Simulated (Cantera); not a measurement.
Cantera run:

```python
import numpy as np
import cantera as ct

gas_names = """
    Br Br2 H HBr H2 Si SiBr SiBr2 SiBr3 SiBr4 SiH SiHBr3 SiH2 SiH2Br2 SiH3 SiH3Br SiH4 Si2 Si3
""".split()
cond_names = """
    Br2(cr) Br2(L) Si(cr) Si(L)
""".split()


# ... load() reads the species with a 1 bar reference pressure and builds the phases ...
atoms = {
    'Si': {'Si': 1},
    'Br2': {'Br': 2},
    'H2': {'H': 2},
}
top_T = {}  # K; cautious upper limits of use, not melting points


# ... equilibrate(T, P, feed) seeds the gas with the atoms and calls Mixture.equilibrate('TP', solver="vcs", rtol=1e-11, max_steps=5000) ...
results = []
feed = {'Si': 1, 'Br2': 8.8, 'H2': 26}  # mol
T = 1048  # K
for P in [1, 10, 100, 1000, 10000, 100000]:
    mix = equilibrate(T, P, feed)
    results.append((T, P, feed, dict(zip(mix.species_names, mix.species_moles))))

top = {s: max(r[3][s] / sum(r[3][g] for g in gas_names) for r in results) for s in gas_names}
cols = sorted((s for s in top if top[s] > 1e-06), key=lambda s: -top[s])[:8]
seen = [c for c in cond_names if any(r[3].get(c, 0) > 1e-12 for r in results)]
print("log10 of partial pressures in bar; condensed amounts in mol")
print(f"{'P/Pa':>10s}" + "".join(f"{s[:9]:>10s}" for s in cols + seen))
for T, P, feed, n in results:
    ng = sum(n[g] for g in gas_names)
    print(f"{P:10.4g}" + "".join(f"{np.log10(max(n[s] / ng * P / 1e5, 1e-99)):10.3f}" for s in cols)
          + "".join(f"{n.get(c, 0):10.4g}" for c in seen))
```

Result:

```
log10 of partial pressures in bar; condensed amounts in mol
      P/Pa        H2       HBr     SiBr4     SiBr2        Br     SiBr3    SiHBr3         H
         1    -5.273    -5.360    -7.228    -6.656    -7.774    -8.061    -9.364   -10.749
        10    -4.256    -4.381    -5.704    -6.075    -7.303    -7.008    -7.803   -10.240
       100    -3.248    -3.393    -4.559    -5.897    -6.820    -6.347    -6.637    -9.736
      1000    -2.246    -2.395    -3.537    -5.869    -6.322    -5.822    -5.611    -9.235
     1e+04    -1.246    -1.395    -2.534    -5.865    -5.823    -5.318    -4.607    -8.735
     1e+05    -0.246    -0.395    -1.533    -5.864    -5.323    -4.817    -3.606    -8.235
```

Method: chemical equilibrium by Gibbs-energy minimisation in Cantera with the NASA 1993 tables (ideal gas, pure condensed phases). The tables' values for SiBr3 are old estimates; treat these amounts as uncertain.
